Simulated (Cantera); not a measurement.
What does this Cantera script print?

```python
import numpy as np
import cantera as ct

gas_names = """
    C CN CO CO2 C2 CCN CNC C2N2 C2O C3 C3O2 C4 C4N2 C5 Fe FeC5O5 FeO N NCO NO NO2 NO3 N2 N2O O O2 O3
""".split()
cond_names = """
    C(gr) Fe(a) Fe(c) Fe(d) Fe(L) FeC5O5(L) FeO(s) FeO(L) Fe2O3(s) Fe3O4(s)
""".split()


def load(file, names, dense=False):
    # The tables refer to 1 bar. Condensed volumes are neglected.
    table = {s.name: s for s in ct.Species.list_from_file(file)}
    out = []
    for n in names:
        d = dict(table[n].input_data)
        d["thermo"] = dict(d["thermo"], **{"reference-pressure": 1e5})
        if dense:
            d["equation-of-state"] = {"model": "constant-volume", "density": "1e6 g/cm^3"}
        out.append(ct.Species.from_dict(d))
    return out


gas = ct.Solution(thermo="ideal-gas", species=load("nasa_gas.yaml", gas_names))
cond = {s.name: ct.Solution(thermo="fixed-stoichiometry", species=[s], name=s.name)
        for s in load("nasa_condensed.yaml", cond_names, dense=True)}
atoms = {
    'Fe3O4': {'Fe': 3, 'O': 4},
    'CO': {'C': 1, 'O': 1},
    'N2': {'N': 2},
}
top_T = {'C(gr)': 4500, 'Fe2O3(s)': 1830, 'Fe3O4(s)': 1870}  # K; cautious upper limits of use, not melting points


def equilibrate(T, P, feed):
    n = {}
    for name, mol in feed.items():
        for a, k in atoms[name].items():
            n[a] = n.get(a, 0.0) + k * mol
    gas.TPX = T, P, n
    mass = sum(n.values()) * gas.mean_molecular_weight
    gas.equilibrate("TP")
    valid = [c for c in cond.values() if c.min_temp <= T <= top_T.get(c.name, c.max_temp)]
    mix = ct.Mixture([(gas, mass / gas.mean_molecular_weight)] + [(c, 0.0) for c in valid])
    mix.T, mix.P = T, P
    mix.equilibrate("TP", solver="vcs", rtol=1e-11, max_steps=5000)
    return mix


results = []
feed = {'Fe3O4': 1, 'CO': 18, 'N2': 10}  # mol
T = 2325  # K
P = 101325  # Pa
mix = equilibrate(T, P, feed)
results.append((T, P, feed, dict(zip(mix.species_names, mix.species_moles))))
print(gas.report(threshold=1e-06))
for i in range(1, mix.n_phases):
    print(f"{mix.phase(i).name:16s} {mix.phase_moles(i):12.5e} mol")
```

Result:

```
       temperature   2325 K
          pressure   1.0132e+05 Pa
           density   0.15225 kg/m^3
  mean mol. weight   29.046 kg/kmol
   phase of matter   gas

                          1 kg             1 kmol
                     ---------------   ---------------
          enthalpy       -3.7867e+05       -1.0999e+07  J
   internal energy       -1.0442e+06        -3.033e+07  J
           entropy            9343.6        2.7139e+05  J/K
    Gibbs function       -2.2102e+07       -6.4199e+08  J
 heat capacity c_p              1301             37789  J/K
 heat capacity c_v            1014.8             29475  J/K

                      mass frac. Y      mole frac. X     chem. pot. / RT
                     ---------------   ---------------   ---------------
                CO            0.5664           0.58735           -34.463
               CO2          0.076075          0.050209           -55.877
                Fe           0.01551         0.0080672           -8.4429
               FeO        0.00037681        0.00015234           -29.857
                NO        2.8794e-05        2.7873e-05           -35.656
                N2            0.3416           0.35419           -28.484
                 O        3.6197e-06        6.5715e-06           -21.414
                O2        1.4656e-06        1.3304e-06           -42.828
     [  +19 minor]        1.7021e-08        3.2119e-08

C(gr)             0.00000e+00 mol
Fe(L)             1.90830e-01 mol
FeC5O5(L)         0.00000e+00 mol
FeO(L)            2.57711e+00 mol
```

Cantera equilibrium calculation (NASA polynomials, part measured and part estimated; ideal gas, pure solids and liquids). Each liquid is taken as pure. Mutual solubility and eutectic melting of coexisting phases are not modelled. The tables' stoichiometric FeO is somewhat more stable than real wüstite, so its field is too wide. FeO: taken at fixed stoichiometry.
